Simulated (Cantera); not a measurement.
An isothermal, constant-pressure homogeneous reactor starts with H2 : O2 = 0.21 : 1 (molar parts), equivalence ratio 0.10, at 1425 K and 10.00 Torr.

Cantera simulation using the H2/O2 subset of GRI-Mech 3.0, which has no nitrogen chemistry; the numbers are that mechanism's predictions, not measurements. Radical loss at walls, strong at low pressure, is not modelled. The temperature is held fixed by assumption; the heat of reaction is taken as removed at once.

x: mole fraction; the columns are a selection and need not sum to one.

| t (s) | x H2 | x O2 | x H2O2 | x HO2 | x O | x H2O |
|---|---|---|---|---|---|---|
| 6.00e-6 | 0.174 | 0.826 | 6.38e-12 | … | 3.42e-9 | 5.00e-10 |
| 3.09e-5 | 0.174 | 0.826 | 1.68e-10 | … | 6.78e-8 | 4.89e-8 |
| 0.000160 | 0.174 | 0.826 | 4.20e-9 | … | 4.96e-6 | 1.01e-5 |
| 0.000823 | 0.00873 | 0.710 | 1.72e-7 | 4.70e-6 | 0.0849 | 0.133 |
| 0.00425 | 0.00723 | 0.720 | 1.68e-7 | 4.77e-6 | 0.0769 | 0.142 |
| 0.0219 | 0.00419 | 0.763 | 1.67e-7 | 4.71e-6 | 0.0404 | 0.165 |
| 0.113 | 0.000474 | 0.804 | 7.52e-8 | … | 0.00428 | 0.186 |
| 0.583 | 2.44e-5 | 0.809 | 1.49e-8 | … | 0.000219 | 0.189 |
| 3.01 | 2.44e-6 | 0.810 | 3.54e-9 | … | 2.19e-5 | 0.190 |
| 15.5 | 1.21e-6 | 0.810 | 2.60e-9 | 1.42e-7 | 1.09e-5 | 0.190 |
| 80.0 | 1.21e-6 | 0.810 | 2.60e-9 | 1.42e-7 | 1.09e-5 | 0.190 |

### Question
Fill in the missing entries.

### Answer

- 6.00e-6, x HO2: 2.83e-8
- 3.09e-5, x HO2: 1.46e-7
- 0.000160, x HO2: 7.51e-7
- 0.113, x HO2: 1.93e-6
- 0.583, x HO2: 2.23e-7
- 3.01, x HO2: 1.18e-7
